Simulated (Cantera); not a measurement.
An isothermal, constant-pressure homogeneous reactor starts with 0.986 % CH4, 98.6 % H2, 0.0246 % N2, 0.424 % H2O, at 1923 K and 100.0 Torr.

Cantera simulation using GRI-Mech 3.0 (53 species, 325 reactions); the numbers are that mechanism's predictions, not measurements. GRI-Mech 3.0 stops at C3 and has no aromatics, soot or wall deposition, so with more carbon than oxygen in the feed, carbon stays in small species such as C2H2 where larger ones or solid carbon would form.

x: mole fraction; the columns are a selection and need not sum to one.

```tsv
t (s)	x CH4	x H2	x C2H2	x C2H	x HCN	x CH2	x H
2.00e-5	0.00985	0.986	<1e-12	<1e-12	<1e-12	7.44e-11	1.56e-5
9.71e-5	0.00984	0.986	1.63e-10	<1e-12	<1e-12	1.59e-9	7.87e-5
0.000472	0.00978	0.985	1.15e-7	<1e-12	<1e-12	3.58e-8	0.000382
0.00229	0.00944	0.984	4.17e-5	9.52e-10	6.22e-12	5.65e-7	0.00158
0.0111	0.00767	0.984	0.000868	3.09e-8	2.39e-10	1.10e-6	0.00247
0.0540	0.00387	0.986	0.00281	1.02e-7	1.19e-9	6.01e-7	0.00252
0.262	…	0.988	0.00408	1.51e-7	…	…	0.00257
1.27	0.000517	0.988	0.00394	1.46e-7	6.97e-9	8.68e-8	0.00258
6.18	…	0.990	…	…	…	…	0.00258
30.0	0.000169	0.990	0.00268	9.96e-8	5.86e-8	2.83e-8	0.00259
```

Task: Some entries are withheld; supply them.

Result: 
- 0.262, x CH4: 0.00118
- 0.262, x HCN: 3.19e-9
- 0.262, x CH2: 1.94e-7
- 6.18, x CH4: 0.000299
- 6.18, x C2H2: 0.00308
- 6.18, x C2H: 1.14e-7
- 6.18, x HCN: 1.96e-8
- 6.18, x CH2: 5.01e-8
